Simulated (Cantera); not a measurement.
A perfectly stirred reactor is fed with CH₄ : C₂H₆ : C₃H₈ : O₂ : N₂ = 1 : 0.32 : 0.81 : 7.17 : 27 (molar parts), equivalence ratio 1.0, at 1.00 bar; it is adiabatic with a 725 K inlet, and is followed from long to short residence time, starting on the burning branch (τ in s: 0.42, 0.16, 0.059, 0.022, 0.0082, 0.0031, 0.0012, 0.00043, 0.00016, 6.1e-05, 2.3e-05, 8.5e-06, 3.2e-06).

Cantera simulation using GRI-Mech 3.0 (53 species, 325 reactions); the numbers are that mechanism's predictions, not measurements. GRI-Mech 3.0 was tuned for natural gas; its chemistry of propane as a main component is partial and can be far from experiment.

Problem. What does this change do: C3H8 0.81 to 0.53 parts?

Solution. 
```json
[
 {"quantity": "blow-out, bracketed by the residence times tried", "before": "burning at 61.0 µs, out at 23.0 µs", "after": "burning at 61.0 µs, out at 23.0 µs"},
 {"quantity": "x(CH₄) at τ = 0.420 s", "before": "1.10e-7", "after": "1.64e-7"},
 {"quantity": "x(C₂H₆) at τ = 0.420 s", "before": "3.33e-9", "after": "6.34e-9"},
 {"quantity": "x(C₃H₈) at τ = 0.420 s", "before": "1.07e-8", "after": "1.27e-8"},
 {"quantity": "x(CH₂CO) at τ = 0.420 s", "before": "1.04e-8", "after": "1.96e-8"},
 {"quantity": "x(HO₂) at τ = 0.420 s", "before": "1.63e-6", "after": "2.53e-6"},
 {"quantity": "x(CH₄) at τ = 1.20 ms", "before": "1.71e-5", "after": "2.21e-5"},
 {"quantity": "x(C₂H₆) at τ = 1.20 ms", "before": "1.07e-6", "after": "1.58e-6"},
 {"quantity": "x(C₃H₈) at τ = 1.20 ms", "before": "2.38e-6", "after": "2.41e-6"},
 {"quantity": "x(CH₂CO) at τ = 1.20 ms", "before": "3.02e-6", "after": "4.71e-6"},
 {"quantity": "x(HO₂) at τ = 1.20 ms", "before": "3.31e-6", "after": "5.44e-6"}
]
```
